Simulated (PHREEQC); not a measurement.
K2CO3 is added in steps, without added water, to 1 kg of water holding 0.017 mol Ni(NO3)2 and 0.00051 mol H3BO3, at 80 °C. Oxygen alone is held at its pressure in air (log pO2 = -0.68). CO2 from the air is kept out. The run lets Ni(OH)2, NiCO3 precipitate or redissolve, and no other solid.

Base run: PHREEQC, ion-association model, wateq4f.dat. Each further column changes one thing. The table gives H3BO3 (mol/kgw).

| K2CO3 added (mol) | base | all activity coefficients set to 1 | Debye-Hückel limiting law | Davies equation for every ion |
|---|---|---|---|---|
| 0 | 0.000510 | 0.000510 | 0.000510 | 0.000510 |
| 0.015 | 0.000447 | 0.000479 | 0.000436 | 0.000447 |
| 0.035 | 4.38e-5 | ? | 5.08e-5 | ? |
| 0.05 | 1.86e-5 | ? | 2.36e-5 | 1.97e-5 |
| 0.065 | 1.29e-5 | 1.09e-5 | ? | ? |
| 0.085 | 9.75e-6 | 8.19e-6 | 1.46e-5 | 1.05e-5 |
| 0.1 | 8.43e-6 | ? | 1.34e-5 | 9.11e-6 |

What belongs in the gaps?


- 0.035, all activity coefficients set to 1: 3.70e-5
- 0.035, Davies equation for every ion: 4.53e-5
- 0.05, all activity coefficients set to 1: 1.58e-5
- 0.065, Debye-Hückel limiting law: 1.76e-5
- 0.065, Davies equation for every ion: 1.38e-5
- 0.1, all activity coefficients set to 1: 7.08e-6

Constants without temperature data keep their 25 °C values here. The database's nickel carbonate constants are estimates that later reviews lower a good deal.
